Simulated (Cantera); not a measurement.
Input: 1 mol trisilylamine, 0.15 mol NH3, 38 mol N2, held at 1675 K and 45.0 Pa.

Equilibrium computed with Cantera from the NASA thermochemical tables; the gas is ideal and each condensed phase is pure. Candidate condensed phases: Si, Si3N4; 18 gas species. The feed counts by its element totals alone. The tables' values for SiN are old estimates; treat these amounts as uncertain. Rates play no part.

Base state: N2 0.889, H2 0.108, H 0.00180, Si 0.000964, Si2N 2.29e-5, SiN 1.27e-5, SiH 1.13e-5 (mole fractions); condensed: Si(s).

**Question.** What changes in the equilibrium state with this change: 0.057 mol CO2 added?

**Answer.** 
| species | before | after |
|---|---|---|
| N2 | 0.889 | 0.887 |
| H2 | 0.108 | 0.108 |
| SiO | 0 | 0.00250 |
| CO | 0 | 0.000120 |
| HCN | 0 | 1.32e-5 |
| Si(s), mol | 2.95 | 2.79 |
| SiC(s), mol | 0 | 0.0510 |
Mutual solubility and eutectic melting of coexisting phases are not modelled. Further candidate phases: C, C6H6, C7H8, C8H18, H2O, SiC, SiO2, Si2N2O.
